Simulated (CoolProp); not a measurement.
Properties of R123 along the isobar 3370 kPa (Tc = 456.8 K, pc = 3662 kPa, ω = 0.282).

Model: reference Helmholtz-energy equation of state, Younglove 1994, in CoolProp. It is a modified Benedict-Webb-Rubin equation, recast in Helmholtz form.

```csv
T (K),phase,Z,Prandtl number,fugacity coefficient
288,liquid,0.1437,6.10,0.02047
303.1,liquid,0.1400,(withheld),0.03557
318.3,liquid,0.1369,5.00,0.05794
333.4,liquid,0.1345,4.57,0.08882
348.6,liquid,0.1327,4.21,0.1299
363.7,liquid,0.1315,3.91,0.1815
378.9,liquid,0.1311,3.65,(withheld)
394,liquid,0.1317,3.44,0.3187
409.1,liquid,0.1335,3.28,0.4027
424.3,liquid,0.1375,3.19,0.4959
439.4,liquid,0.1464,(withheld),0.5939
454.6,gas,0.4887,2.05,0.6829
469.7,gas,0.6137,1.13,0.7221
484.9,gas,0.6813,0.961,0.7538
500,gas,0.7287,0.889,0.7804
```

**Question.** What belongs in the gaps?

**Answer.** 
- 303.1, Prandtl number: 5.50
- 378.9, fugacity coefficient: 0.2448
- 439.4, Prandtl number: 3.31

Viscosity comes from a separate model (Tanaka 1996). Thermal conductivity comes from a separate model (Laesecke 1996).
